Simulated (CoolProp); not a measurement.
Vapour pressure (kPa) of R1132(E): the reference equation beside estimates from Tc = 348.8 K, pc = 5174 kPa, ω = 0.245. Clausius-Clapeyron is anchored at 277.1 K with a constant enthalpy of vaporisation of 15.75 kJ/mol.

Computed with CoolProp (reference Helmholtz-energy equation of state, Akasaka 2024).

```json
[
 {"T (K)": "254", "reference": "428.3", "Lee-Kesler": "429.1", "Clausius-Clapeyron": "494.7", "van der Waals": "1265", "Redlich-Kwong": "625.7", "Soave-Redlich-Kwong": "428.9", "Peng-Robinson": "425.8"},
 {"T (K)": "261.7", "reference": "562.1", "Lee-Kesler": "563.5", "Clausius-Clapeyron": "616.1", "van der Waals": "1464", "Redlich-Kwong": "791.1", "Soave-Redlich-Kwong": "564.0", "Peng-Robinson": "558.6"},
 {"T (K)": "269.4", "reference": "725.2", "Lee-Kesler": "727.2", "Clausius-Clapeyron": "757.7", "van der Waals": "1682", "Redlich-Kwong": "985.1", "Soave-Redlich-Kwong": "728.9", "Peng-Robinson": "720.7"},
 {"T (K)": "277.1", "reference": "921.2", "Lee-Kesler": "923.6", "Clausius-Clapeyron": "921.2", "van der Waals": "1920", "Redlich-Kwong": "1210", "Soave-Redlich-Kwong": "927.6", "Peng-Robinson": "916.2"},
 {"T (K)": "284.8", "reference": "1154", "Lee-Kesler": "1157", "Clausius-Clapeyron": "1108", "van der Waals": "2178", "Redlich-Kwong": "1468", "Soave-Redlich-Kwong": "1164", "Peng-Robinson": "1149"},
 {"T (K)": "292.4", "reference": "1424", "Lee-Kesler": "1426", "Clausius-Clapeyron": "1317", "van der Waals": "2453", "Redlich-Kwong": "1758", "Soave-Redlich-Kwong": "1439", "Peng-Robinson": "1420"},
 {"T (K)": "300.1", "reference": "1743", "Lee-Kesler": "1744", "Clausius-Clapeyron": "1556", "van der Waals": "2753", "Redlich-Kwong": "2088", "Soave-Redlich-Kwong": "1763", "Peng-Robinson": "1740"},
 {"T (K)": "307.8", "reference": "2111", "Lee-Kesler": "2111", "Clausius-Clapeyron": "1822", "van der Waals": "3075", "Redlich-Kwong": "2458", "Soave-Redlich-Kwong": "2137", "Peng-Robinson": "2112"},
 {"T (K)": "315.5", "reference": "2534", "Lee-Kesler": "2534", "Clausius-Clapeyron": "2117", "van der Waals": "3419", "Redlich-Kwong": "2870", "Soave-Redlich-Kwong": "2567", "Peng-Robinson": "2540"},
 {"T (K)": "323.2", "reference": "3018", "Lee-Kesler": "3017", "Clausius-Clapeyron": "2442", "van der Waals": "3786", "Redlich-Kwong": "3325", "Soave-Redlich-Kwong": "3056", "Peng-Robinson": "3029"},
 {"T (K)": "330.9", "reference": "3569", "Lee-Kesler": "3570", "Clausius-Clapeyron": "2799", "van der Waals": "4175", "Redlich-Kwong": "3825", "Soave-Redlich-Kwong": "3610", "Peng-Robinson": "3585"}
]
```

Absolute difference from the reference over all 11 rows, mean and median: Lee-Kesler 0.1 and 0.1 %, Clausius-Clapeyron 11.1 and 10.7 %, van der Waals 85.3 and 72.3 %, Redlich-Kwong 24.7 and 23.5 %, Soave-Redlich-Kwong 0.9 and 1.1 %, Peng-Robinson 0.4 and 0.4 %.
